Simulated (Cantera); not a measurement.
# N2O furnace oxynitridation

A perfectly stirred reactor is fed with N2O : O2 : N2 = 1 : 1.5 : 0.018 (molar parts), at 1.68 atm; it is held at 1200 K, and followed from long to short residence time.

Cantera simulation using GRI-Mech 3.0 (53 species, 325 reactions); the numbers are that mechanism's predictions, not measurements. GRI-Mech 3.0 was tuned for natural gas; its chemistry of N2O as a main component is partial and can be far from experiment. The mechanism lacks the step 2 NO + O2 → 2 NO2, which can matter for NO2 below about 1400 K. The temperature is held fixed by assumption; the heat of reaction is taken as removed at once.

```csv
τ (s),x N2O,x O2,x NO2,x NO,x O,x N2
3.0,0.115,0.636,0.000291,0.0149,7.35e-7,0.234
0.98,0.208,0.621,0.000242,0.0126,1.05e-6,0.158
0.33,0.297,0.609,0.000144,0.00767,1.33e-6,0.0867
0.11,0.355,0.601,6.25e-5,0.00349,1.52e-6,0.0407
0.036,0.382,0.598,2.05e-5,0.00131,1.61e-6,0.0193
0.012,0.392,0.596,5.25e-6,0.000459,1.64e-6,0.0113
0.0040,0.395,0.596,9.86e-7,0.000156,1.65e-6,0.00856
0.0013,0.397,0.596,1.34e-7,5.08e-5,1.65e-6,0.00761
0.00044,0.397,0.596,1.65e-8,1.70e-5,1.63e-6,0.00730
```
x: mole fraction; the columns are a selection and need not sum to one.
